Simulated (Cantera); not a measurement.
A perfectly stirred reactor is fed with 18.2 % CH4, 49.1 % H2O, 32.7 % H2, at 0.132 atm; it is held at 2125 K, and followed from long to short residence time.

Cantera simulation using GRI-Mech 3.0 (53 species, 325 reactions); the numbers are that mechanism's predictions, not measurements.

Q: Predict: x(CH4) at τ = 1.20 s; x(H2O) at τ = 1.20 s; x(H2) at τ = 1.20 s; x(OH) at τ = 1.20 s; x(C2H4) at τ = 1.20 s; x(CH4) at τ = 67.0 ms; x(H2O) at τ = 67.0 ms; x(H2) at τ = 67.0 ms; x(OH) at τ = 67.0 ms; x(C2H4) at τ = 67.0 ms.

A: 
```
Item                       Value
----------------------  --------
x(CH4) at τ = 1.20 s    0.000325
x(H2O) at τ = 1.20 s       0.218
x(H2) at τ = 1.20 s        0.642
x(OH) at τ = 1.20 s     0.000280
x(C2H4) at τ = 1.20 s    7.70e-8
x(CH4) at τ = 67.0 ms    0.00446
x(H2O) at τ = 67.0 ms      0.235
x(H2) at τ = 67.0 ms       0.628
x(OH) at τ = 67.0 ms    0.000273
x(C2H4) at τ = 67.0 ms   1.27e-5
```
